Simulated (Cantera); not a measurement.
# Si2Cl6 + NH3 + N2 (silicon nitride deposition)

A closed system holds: 1 mol Si2Cl6, 4.1 mol NH3, 2.4 mol N2, held at 92000 Pa.

These are equilibrium values from Cantera (NASA tables, ideal gas, pure condensed phases), not measurements of a reactor. Candidate condensed phases: NH4Cl, Si, Si3N4; 28 gas species. The feed counts by its element totals alone. The tables' values for SiCl3 are old estimates; treat these amounts as uncertain. Rates play no part.

```tsv
T (°C)	x H2	x HCl	x N2	x SiCl4	x SiCl2	x SiCl3	n Si3N4(s)
627	0.366	0.287	0.294	0.0525	1.69e-9	1.37e-6	0.455
702	0.358	0.303	0.291	0.0484	2.98e-8	7.13e-6	0.471
777	0.351	0.316	0.288	0.0448	3.44e-7	2.92e-5	0.484
852	0.345	0.327	0.286	0.0417	2.85e-6	9.82e-5	0.495
927	0.339	0.336	0.284	0.0389	1.79e-5	0.000282	0.504
1002	0.335	0.344	0.283	0.0363	8.98e-5	0.000708	0.511
1077	0.331	0.349	0.282	0.0336	0.000372	0.00158	0.515
1152	0.329	0.352	0.281	0.0306	0.00130	0.00319	0.515
1227	0.327	0.352	0.282	0.0268	0.00391	0.00575	0.508
1302	0.327	0.345	0.283	0.0219	0.0101	0.00920	0.487
```
x: gas mole fraction; n: condensed amount in mol.

From 627 °C to 1302 °C the condensed part is Si3N4(s). The main Si-bearing gas is SiCl4 throughout.
